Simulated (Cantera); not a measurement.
# Low-pressure radical oxidation in H2/O2

An isothermal, constant-pressure homogeneous reactor starts with 10.7 % H2, 89.3 % O2, at 1023 K and 20.0 Torr.

Computed with Cantera and the H2/O2 subset of GRI-Mech 3.0, which has no nitrogen chemistry. Radical loss at walls, strong at low pressure, is not modelled. The temperature is held fixed by assumption; the heat of reaction is taken as removed at once.

| t (s) | x H2 | x O2 | x OH | x H2O2 | x O | x H2O |
|---|---|---|---|---|---|---|
| 4.00e-6 | 0.107 | 0.893 | <1e-12 | <1e-12 | <1e-12 | <1e-12 |
| 2.87e-5 | 0.107 | 0.893 | 1.48e-11 | <1e-12 | 1.92e-11 | 7.37e-12 |
| 0.000206 | 0.107 | 0.893 | 4.58e-10 | <1e-12 | 9.51e-10 | 1.46e-9 |
| 0.00147 | 0.106 | 0.892 | 0.000163 | 6.41e-9 | 0.000356 | 0.000777 |
| 0.0106 | 0.000453 | 0.883 | 0.000907 | 4.72e-7 | 0.00285 | 0.112 |
| 0.0757 | 7.05e-6 | 0.887 | 0.000109 | 1.53e-7 | 4.73e-5 | 0.113 |
| 0.543 | 1.96e-7 | 0.887 | 2.34e-5 | 2.69e-8 | 2.13e-6 | 0.113 |
| 3.89 | 1.42e-8 | 0.887 | 6.99e-6 | 4.44e-9 | 1.92e-7 | 0.113 |
| 27.9 | 1.57e-9 | 0.887 | 2.40e-6 | 6.88e-10 | 2.27e-8 | 0.113 |
| 200 | 2.28e-10 | 0.887 | 9.20e-7 | 1.15e-10 | 3.35e-9 | 0.113 |
x: mole fraction; the columns are a selection and need not sum to one.

Equilibrium at this temperature and pressure: H2 1.27e-10, O2 0.887, OH 6.76e-7, H2O2 6.54e-11, O 1.81e-9, H2O 0.113 (gas phase only).
